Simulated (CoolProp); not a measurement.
1-butene along the isobar 5140 kPa: Z from the reference equation and from simpler models built on Tc = 419.3 K, pc = 4006 kPa, ω = 0.192; each cubic takes its own stable root.

Values from CoolProp's reference Helmholtz-energy equation of state, Lemmon 2005. It is a short technical equation, of lower accuracy than the large ones.

```json
[
 {"T (K)": "190", "phase": "liquid", "reference": "0.2564", "van der Waals": "0.4154", "Redlich-Kwong": "0.2813", "Soave-Redlich-Kwong": "0.2790"},
 {"T (K)": "203.5", "phase": "liquid", "reference": "0.2441", "van der Waals": "0.3936", "Redlich-Kwong": "0.2672", "Soave-Redlich-Kwong": "0.2645"},
 {"T (K)": "217", "phase": "liquid", "reference": "0.2335", "van der Waals": "0.3750", "Redlich-Kwong": "0.2553", "Soave-Redlich-Kwong": "0.2521"},
 {"T (K)": "230.5", "phase": "liquid", "reference": "0.2244", "van der Waals": "0.3588", "Redlich-Kwong": "0.2451", "Soave-Redlich-Kwong": "0.2416"},
 {"T (K)": "244", "phase": "liquid", "reference": "0.2166", "van der Waals": "0.3449", "Redlich-Kwong": "0.2365", "Soave-Redlich-Kwong": "0.2327"},
 {"T (K)": "257.5", "phase": "liquid", "reference": "0.2098", "van der Waals": "0.3328", "Redlich-Kwong": "0.2293", "Soave-Redlich-Kwong": "0.2251"},
 {"T (K)": "271", "phase": "liquid", "reference": "0.2040", "van der Waals": "0.3224", "Redlich-Kwong": "0.2233", "Soave-Redlich-Kwong": "0.2188"},
 {"T (K)": "284.5", "phase": "liquid", "reference": "0.1991", "van der Waals": "0.3136", "Redlich-Kwong": "0.2184", "Soave-Redlich-Kwong": "0.2136"},
 {"T (K)": "298", "phase": "liquid", "reference": "0.1950", "van der Waals": "0.3061", "Redlich-Kwong": "0.2147", "Soave-Redlich-Kwong": "0.2096"},
 {"T (K)": "311.5", "phase": "liquid", "reference": "0.1917", "van der Waals": "0.2999", "Redlich-Kwong": "0.2120", "Soave-Redlich-Kwong": "0.2066"},
 {"T (K)": "325", "phase": "liquid", "reference": "0.1893", "van der Waals": "0.2950", "Redlich-Kwong": "0.2104", "Soave-Redlich-Kwong": "0.2049"},
 {"T (K)": "338.5", "phase": "liquid", "reference": "0.1877", "van der Waals": "0.2915", "Redlich-Kwong": "0.2101", "Soave-Redlich-Kwong": "0.2043"},
 {"T (K)": "352", "phase": "liquid", "reference": "0.1870", "van der Waals": "0.2893", "Redlich-Kwong": "0.2111", "Soave-Redlich-Kwong": "0.2052"},
 {"T (K)": "365.5", "phase": "liquid", "reference": "0.1876", "van der Waals": "0.2888", "Redlich-Kwong": "0.2138", "Soave-Redlich-Kwong": "0.2079"}
]
```
